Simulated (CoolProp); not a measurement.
Properties of o-xylene along the isotherm 346.85 °C.

Values from CoolProp's reference Helmholtz-energy equation of state, Zhou 2012.

```
p (MPa)   phase  isothermal compressibility (1/MPa)  fugacity coefficient
-------  ------  ----------------------------------  --------------------
0.431       gas                               2.437                0.9549
0.862       gas                               1.292                0.9106
1.29        gas                              0.9274                0.8673
1.72        gas                              0.7631                0.8243
2.16        gas                              0.6931                0.7804
2.59        gas                              0.7049                0.7373
3.02        gas                              0.8877                0.6931
3.45     liquid                              0.2204                0.6389
3.88     liquid                              0.1037                0.5794
4.31     liquid                             0.06956                0.5315
4.74     liquid                             0.05274                0.4921
5.17     liquid                             0.04264                0.4593
5.61     liquid                             0.03575                0.4309
```
